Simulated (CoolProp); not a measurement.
The numbers come from the reference Helmholtz-energy equation of state, Lemmon 2005 in CoolProp. It is a short technical equation, of lower accuracy than the large ones.

Problem. For cis-2-butene, give the phase and the speed of sound (m/s), expansivity (1/kK) at 251.85 °C and 7060 kPa.

Solution. 
- 251.85 °C and 7060 kPa: supercritical; speed of sound 219, expansivity 6.72
